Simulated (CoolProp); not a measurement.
Vapour-liquid equilibrium of R134a (1) + R1234ze(E) (2) at -63.25 °C; x and y are mole fractions of (1).

The numbers come from the multi-fluid Helmholtz-energy mixture model, Tillner-Roth 1994 and Thol 2016; pair parameters Bell 2022 in CoolProp.

```csv
x,bubble pressure (MPa),y at the bubble point,dew pressure at overall composition x (MPa),liquid density (mol/L)
0.05,0.009380,0.091,0.009190,12.45
0.2,0.01038,0.298,0.009901,12.74
0.35,0.01112,0.452,0.01063,13.05
0.5,0.01168,0.583,0.01133,13.37
0.65,0.01213,0.705,0.01194,13.70
0.8,0.01248,0.828,0.01241,14.05
0.95,0.01275,0.956,0.01274,14.41
```

No azeotrope shows between x = 0.05 and 0.95.

The pair parameters rest on a limited set of measurements; away from them the model extrapolates.
